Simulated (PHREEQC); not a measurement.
H2SO4 is added in steps, without added water, to 1 kg of water holding 0.034 mol/kgw NH4Cl, 0.0041 mol/kgw NaOH and 0.00016 mol/kgw LiCl, at 20 °C. Oxygen is held at 0.21 atm. No CO2 enters from the air. Nothing may precipitate in this run.

Base run: PHREEQC, ion-association model, phreeqc.dat. Each further column changes one thing. The table gives SO4-2 (mol/kgw).

```tsv
H2SO4 added (mol)	base	all activity coefficients set to 1	Debye-Hückel limiting law	Davies equation for every ion	database wateq4f.dat
0	0	0	0	0	0
0.001213	0.000998	0.000851	0.00103	0.00100	0.000996
0.002425	0.00194	0.00162	0.00202	0.00195	0.00194
0.003638	0.00272	0.00218	0.00288	0.00274	0.00271
0.00485	0.00342	0.00265	0.00367	0.00345	0.00341
0.006063	0.00405	0.00305	0.00440	0.00410	0.00404
0.007275	0.00464	0.00341	0.00510	0.00470	0.00462
0.008488	0.00518	0.00373	0.00576	0.00525	0.00517
0.0097	0.00569	0.00401	0.00640	0.00578	0.00567
```

 phreeqc.dat and wateq4f.dat share most of their constants, so their agreement is no independent check.
